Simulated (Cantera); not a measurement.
A closed system holds: 1 mol B₂O₃, 1.8 mol NH₃, equilibrated at 752 °C and 0.0133 bar.

These are equilibrium values from Cantera (NASA tables, ideal gas, pure condensed phases), not measurements of a reactor. Candidate condensed phases: B, BN, B₂O₃, B₃O₃H₃, H₂O; 39 gas species. Mutual solubility and eutectic melting of coexisting phases are not modelled. Rates play no part.

Base state: H₂ 0.749, N₂ 0.250, H₂O 0.00107, HBO₂ 1.24e-5 (mole fractions); condensed: BN(s) + B₂O₃(l).

Question: What changes in the equilibrium state with this change: B₂O₃ replaced by B₂H₆?

Answer: 
| species | before | after |
|---|---|---|
| H₂ | 0.749 | 1.00 |
| N₂ | 0.250 | <1e-9 |
| H₂O | 0.00107 | 0 |
| HBO₂ | 1.24e-5 | 0 |
| BN(s), mol | 0.00259 | 1.80 |
| B₂O₃(l), mol | 0.999 | 0 |
| B(s), mol | 0 | 0.200 |
The feed counts by its element totals alone.
